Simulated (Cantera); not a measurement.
## Ignition delay

Mixture: H2 : O2 : N2 = 1 : 0.51 : 1.92 (molar parts), equivalence ratio 0.98, at 101000 Pa, adiabatic and at constant volume. Ignition delay is the time to a rise of 400 K.

Cantera simulation using GRI-Mech 3.0 (53 species, 325 reactions); the numbers are that mechanism's predictions, not measurements. Where the delays flatten at high temperature, the 400 K rule measures the pace of heat release, not the induction time.

```
T0 (K)  delay (ms)
------  ----------
1275        0.0308
1350        0.0230
1425        0.0182
1500        0.0153
1575        0.0134
```
